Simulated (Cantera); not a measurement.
Input: 1 mol V₂O₅, 0.59 mol H₂, 32 mol N₂.

Method: chemical equilibrium by Gibbs-energy minimisation in Cantera with the NASA 1993 tables (ideal gas, pure condensed phases). Candidate condensed phases: H₂O, V, VN, VO, V₂O₃, V₂O₄, V₂O₅; 28 gas species. Mutual solubility and eutectic melting of coexisting phases are not modelled. Condensed phases not in the tables: the oxides between V₂O₃ and V₂O₅ other than VO₂. Gases not in the tables: V₄O₁₀. Kinetics and transport are ignored.

Stable condensed phases, one row left out:

```
T in °C \ P in Pa
              10      36     130     460    1700    6000   22000   77000  280000 1000000
   1975        A       A       A       A       A       A       B       B       B       B
   1900        A       A       A       A       A       B       B       B       B       B
   1825        A       A       A       A       A       B       B       B       B       B
   1750        A       A       A       A       C       B       B       B       B       B
   1675        A       A       A       D       B       B       B       B       B       B
   1600        A       A       D       C       B       B       B       B       B       B
   1525        A       D       D       C       B       B       B       B       B       B
   1450        D       D       C       B       B       B       B       B       B       B
   1375        D       C       B       B       B       B       B       B       B       B
   1300        C       B       B       B       B       B       B       B       B       E
   1225        B       B       B       B       B       B       B       B       B       E
   1150        B       B       B       B       B       B       B       B       B       E
   1000        B       B       B       B       B       B       B       B       E       E
```

A: gas only; B: V₂O₄; C: V₂O₃ + V₂O₄; D: V₂O₃; E: V₂O₄ + V₂O₅.

Task: Give the row for 1075 °C.

Result: 10: V₂O₄; 36: V₂O₄; 130: V₂O₄; 460: V₂O₄; 1700: V₂O₄; 6000: V₂O₄; 22000: V₂O₄; 77000: V₂O₄; 280000: V₂O₄ + V₂O₅; 1000000: V₂O₄ + V₂O₅.
